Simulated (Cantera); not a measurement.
Input (Python, Cantera) and output of one run.

```python
import numpy as np
import cantera as ct

gas_names = """
    CL CLF CLF3 CLO CL2 F FO FO2 F2 F2O H HCL HF HOCL HOF HO2 H2 H2F2 H2O H2O2 H3F3 H4F4 H5F5 H6F6 H7F7
    O OH O2 O3 Si SiCL SiCL2 SiCL3 SiCL4 SiF SiF2 SiF3 SiF4 SiH SiHCL3 SiHF3 SiH2 SiH2CL2 SiH2F2 SiH3
    SiH3CL SiH3F SiH4 SiO SiO2 Si2 Si3
""".split()
cond_names = """
    H2O(s) H2O(L) Si(cr) Si(L) SiO2(Lqz) SiO2(hqz) SiO2(L)
""".split()


def load(file, names, dense=False):
    # The tables refer to 1 bar. Condensed volumes are neglected.
    table = {s.name: s for s in ct.Species.list_from_file(file)}
    out = []
    for n in names:
        d = dict(table[n].input_data)
        d["thermo"] = dict(d["thermo"], **{"reference-pressure": 1e5})
        if dense:
            d["equation-of-state"] = {"model": "constant-volume", "density": "1e6 g/cm^3"}
        out.append(ct.Species.from_dict(d))
    return out


gas = ct.Solution(thermo="ideal-gas", species=load("nasa_gas.yaml", gas_names))
cond = {s.name: ct.Solution(thermo="fixed-stoichiometry", species=[s], name=s.name)
        for s in load("nasa_condensed.yaml", cond_names, dense=True)}
atoms = {
    'SiH2Cl2': {'Si': 1, 'H': 2, 'CL': 2},
    'O2': {'O': 2},
    'H2': {'H': 2},
    'HF': {'H': 1, 'F': 1},
}
top_T = {}  # K; cautious upper limits of use, not melting points


def equilibrate(T, P, feed):
    n = {}
    for name, mol in feed.items():
        for a, k in atoms[name].items():
            n[a] = n.get(a, 0.0) + k * mol
    gas.TPX = T, P, n
    mass = sum(n.values()) * gas.mean_molecular_weight
    gas.equilibrate("TP")
    valid = [c for c in cond.values() if c.min_temp <= T <= top_T.get(c.name, c.max_temp)]
    mix = ct.Mixture([(gas, mass / gas.mean_molecular_weight)] + [(c, 0.0) for c in valid])
    mix.T, mix.P = T, P
    mix.equilibrate("TP", solver="vcs", rtol=1e-11, max_steps=5000)
    return mix


results = []
feed = {'SiH2Cl2': 1, 'O2': 0.15, 'H2': 0.42, 'HF': 0.00035}  # mol
P = 1333.22  # Pa
for T in [700, 725, 750, 775, 800, 825, 850, 875, 900]:
    mix = equilibrate(T, P, feed)
    results.append((T, P, feed, dict(zip(mix.species_names, mix.species_moles))))

top = {s: max(r[3][s] / sum(r[3][g] for g in gas_names) for r in results) for s in gas_names}
cols = sorted((s for s in top if top[s] > 0.001), key=lambda s: -top[s])[:8]
seen = [c for c in cond_names if any(r[3].get(c, 0) > 1e-12 for r in results)]
print("log10 of partial pressures in bar; condensed amounts in mol")
print(f"{'T/K':>10s}" + "".join(f"{s[:9]:>10s}" for s in cols + seen))
for T, P, feed, n in results:
    ng = sum(n[g] for g in gas_names)
    print(f"{T:10.4g}" + "".join(f"{np.log10(max(n[s] / ng * P / 1e5, 1e-99)):10.3f}" for s in cols)
          + "".join(f"{n.get(c, 0):10.4g}" for c in seen))
```

It prints:

```
log10 of partial pressures in bar; condensed amounts in mol
       T/K        H2     SiCL4    SiHCL3       HCL     SiCL3    Si(cr) SiO2(Lqz) SiO2(hqz)
       700    -2.013    -2.504    -3.315    -4.892    -6.470    0.3327      0.15         0
       725    -2.014    -2.504    -3.320    -4.708    -6.198    0.3331      0.15         0
       750    -2.014    -2.504    -3.325    -4.536    -5.946    0.3336      0.15         0
       775    -2.014    -2.504    -3.331    -4.376    -5.709    0.3343      0.15         0
       800    -2.015    -2.504    -3.336    -4.226    -5.489     0.335      0.15         0
       825    -2.015    -2.505    -3.342    -4.086    -5.281    0.3359      0.15         0
       850    -2.016    -2.506    -3.348    -3.954    -5.087     0.337         0      0.15
       875    -2.017    -2.508    -3.354    -3.831    -4.904    0.3383         0      0.15
       900    -2.019    -2.510    -3.361    -3.714    -4.732    0.3397         0      0.15
```

Cantera equilibrium calculation (NASA polynomials, part measured and part estimated; ideal gas, pure solids and liquids). The tables' values for SiCl3 are old estimates; treat these amounts as uncertain.
